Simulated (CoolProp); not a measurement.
Vapour-liquid equilibrium of propylene (1) + benzene (2) at 286.8 K; x and y are mole fractions of (1).

Computed with CoolProp (multi-fluid Helmholtz-energy mixture model, Lemmon 2013 and Thol 2012; pair parameters Bell 2016).

```tsv
x	bubble pressure (MPa)	y at the bubble point	dew pressure at overall composition x (MPa)	liquid density (mol/L)
0.05	0.08067	0.911	0.007715	11.43
0.2	0.2629	0.974	0.009161	11.72
0.35	0.3998	0.984	0.01127	11.99
0.5	0.5073	0.989	0.01465	12.24
0.65	0.6010	0.992	0.02090	12.44
0.8	0.6964	0.995	0.03646	12.56
0.95	0.8123	0.998	0.1420	12.54
```

No azeotrope shows between x = 0.05 and 0.95.

The pair parameters rest on a limited set of measurements; away from them the model extrapolates. The gap from Raoult's law changes sign with composition, which may be real or a fault of the pair parameters; it wasn't checked against measurements. With so large a gap from Raoult's law the liquid may split in two, which this calculation doesn't test in full.
